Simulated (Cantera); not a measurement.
**CuO + CO (carbothermic reduction)**

Feed: 1 mol CuO, 0.83 mol CO, at 1773.15 K and 2.40 mbar.

Cantera equilibrium calculation (NASA polynomials, part measured and part estimated; ideal gas, pure solids and liquids). Candidate condensed phases: C, Cu, CuO, Cu2O; 15 gas species. Equilibrium is a limit: real reactors are often held back by kinetics, nucleation or transport.

| Item | Value |
|---|---|
| x(CO2) | 0.745 |
| x(Cu) | 0.165 |
| x(O2) | 0.0809 |
| x(CO) | 0.00830 |
| x(O) | 0.000546 |
| x(CuO) | 0.000313 |
| x(Cu2) | 0.000280 |
| n(Cu(l)) | 0.818 mol |
| gas amount | 1.102 mol |
| log10 activity of C(graphite) (absent) | -10.71 |
